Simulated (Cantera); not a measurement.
# Chemical vapour transport: MgO + Cl₂ + N₂

Charge: 1 mol MgO, a varied amount of Cl₂, 7.4 mol N₂, at 1077 °C and 0.133 bar.

Method: chemical equilibrium by Gibbs-energy minimisation in Cantera with the NASA 1993 tables (ideal gas, pure condensed phases). Candidate condensed phases: Mg, MgCl₂, MgO; 18 gas species. The numbers say what is thermodynamically allowed, not how fast it happens.

```json
[
 {"n(Cl₂) (mol)": "0.1", "log p N₂": "-0.88", "log p Cl₂": "-3.20", "log p MgCl₂": "-3.04", "log p O₂": "-3.35", "log p Cl": "-3.32", "log p NO": "-4.99", "log p ClO": "-6.51", "n MgO(s)": "0.949"},
 {"n(Cl₂) (mol)": "0.13", "log p N₂": "-0.89", "log p Cl₂": "-3.06", "log p MgCl₂": "-2.95", "log p O₂": "-3.25", "log p Cl": "-3.25", "log p NO": "-4.94", "log p ClO": "-6.39", "n MgO(s)": "0.936"},
 {"n(Cl₂) (mol)": "0.17", "log p N₂": "-0.89", "log p Cl₂": "-2.91", "log p MgCl₂": "-2.85", "log p O₂": "-3.16", "log p Cl": "-3.18", "log p NO": "-4.90", "log p ClO": "-6.27", "n MgO(s)": "0.919"},
 {"n(Cl₂) (mol)": "0.21", "log p N₂": "-0.89", "log p Cl₂": "-2.80", "log p MgCl₂": "-2.78", "log p O₂": "-3.08", "log p Cl": "-3.12", "log p NO": "-4.86", "log p ClO": "-6.18", "n MgO(s)": "0.903"},
 {"n(Cl₂) (mol)": "0.26", "log p N₂": "-0.89", "log p Cl₂": "-2.69", "log p MgCl₂": "-2.70", "log p O₂": "-3.01", "log p Cl": "-3.06", "log p NO": "-4.83", "log p ClO": "-6.08", "n MgO(s)": "0.884"},
 {"n(Cl₂) (mol)": "0.33", "log p N₂": "-0.90", "log p Cl₂": "-2.57", "log p MgCl₂": "-2.62", "log p O₂": "-2.92", "log p Cl": "-3.00", "log p NO": "-4.79", "log p ClO": "-5.98", "n MgO(s)": "0.859"},
 {"n(Cl₂) (mol)": "0.42", "log p N₂": "-0.91", "log p Cl₂": "-2.44", "log p MgCl₂": "-2.54", "log p O₂": "-2.84", "log p Cl": "-2.94", "log p NO": "-4.75", "log p ClO": "-5.88", "n MgO(s)": "0.828"},
 {"n(Cl₂) (mol)": "0.53", "log p N₂": "-0.91", "log p Cl₂": "-2.33", "log p MgCl₂": "-2.46", "log p O₂": "-2.77", "log p Cl": "-2.89", "log p NO": "-4.72", "log p ClO": "-5.79", "n MgO(s)": "0.792"},
 {"n(Cl₂) (mol)": "0.67", "log p N₂": "-0.92", "log p Cl₂": "-2.22", "log p MgCl₂": "-2.39", "log p O₂": "-2.69", "log p Cl": "-2.83", "log p NO": "-4.68", "log p ClO": "-5.69", "n MgO(s)": "0.748"},
 {"n(Cl₂) (mol)": "0.85", "log p N₂": "-0.93", "log p Cl₂": "-2.11", "log p MgCl₂": "-2.32", "log p O₂": "-2.62", "log p Cl": "-2.78", "log p NO": "-4.65", "log p ClO": "-5.60", "n MgO(s)": "0.695"},
 {"n(Cl₂) (mol)": "1.1", "log p N₂": "-0.95", "log p Cl₂": "-2.00", "log p MgCl₂": "-2.24", "log p O₂": "-2.54", "log p Cl": "-2.72", "log p NO": "-4.62", "log p ClO": "-5.51", "n MgO(s)": "0.624"}
]
```
log p: log10 of the partial pressure in bar; n: condensed amount in mol.

From 0.1 mol Cl₂ to 1.1 mol Cl₂ the condensed part is MgO(s). The main Mg-bearing gas is MgCl₂ throughout. The share of Mg in condensed phases is highest at 0.1 mol Cl₂ (94.9 %) and lowest at 1.1 mol Cl₂ (62.4 %).
